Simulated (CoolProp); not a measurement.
Vapour-liquid equilibrium of CHF3 (R23) (1) + sulfur hexafluoride (2) at 1970 kPa; x and y are mole fractions of (1).

Computed with CoolProp (multi-fluid Helmholtz-energy mixture model, Penoncello 2003 and Guder 2009; pair parameters Bell 2016).

```tsv
x	bubble temperature, mixture model (K)	bubble temperature, Raoult's law (K)	y, mixture model	y, Raoult's law
0.05	285.4	288.6	0.122	0.095
0.125	[?]	285.9	0.263	0.221
0.2	275.1	283.4	0.365	0.332
0.275	[?]	281.1	[?]	0.430
0.35	269.7	278.9	0.505	0.517
0.425	267.9	276.9	0.558	0.595
0.5	266.6	275.0	0.607	0.666
0.575	265.5	273.2	0.654	0.729
0.65	[?]	271.5	0.702	0.787
0.725	264.2	269.9	0.752	0.840
0.8	263.9	268.4	0.808	0.889
0.875	263.9	266.9	0.870	0.933
0.95	264.2	265.6	0.944	0.974
```

**Question.** Complete the blanks.

**Answer.** 
- 0.125, bubble temperature, mixture model (K): 279.4
- 0.275, bubble temperature, mixture model (K): 272.0
- 0.275, y, mixture model: 0.442
- 0.65, bubble temperature, mixture model (K): 264.7

The largest gap from Raoult's law is -9.2 K in bubble temperature, at x = 0.35. y crosses x between x = 0.8 and 0.875: the model has an azeotrope there.

The pair parameters rest on a limited set of measurements; away from them the model extrapolates.
